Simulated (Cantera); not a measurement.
An adiabatic, constant-pressure homogeneous reactor starts with CH3OH : O2 : N2 = 1 : 1.36 : 5.13 (molar parts), equivalence ratio 1.1, at 1400 K and 10.9 atm.

Detailed kinetics in Cantera: GRI-Mech 3.0 (53 species, 325 reactions). GRI-Mech 3.0 was tuned for natural gas; its chemistry of methanol as a main component is partial and can be far from experiment.

Problem. Predict: time of steepest temperature rise; temperature at 0.400 s; equilibrium temperature; x(O2) at 0.400 s; x(NO2) at 0.400 s; x(H2) at 0.400 s; x(HCN) at 0.400 s.

Solution. 
```json
{
  "time_of_steepest_temperature_rise": "81.6 µs",
  "temperature at 0.400 s": "2842 K",
  "equilibrium_temperature": "2842 K",
  "x(O2) at 0.400 s": "0.00826 (gas-phase equilibrium 0.00826)",
  "x(NO2) at 0.400 s": "2.93e-6 (gas-phase equilibrium 2.93e-6)",
  "x(H2) at 0.400 s": "0.0183 (gas-phase equilibrium 0.0183)",
  "x(HCN) at 0.400 s": "9.29e-9 (gas-phase equilibrium 9.29e-9)"
}
```
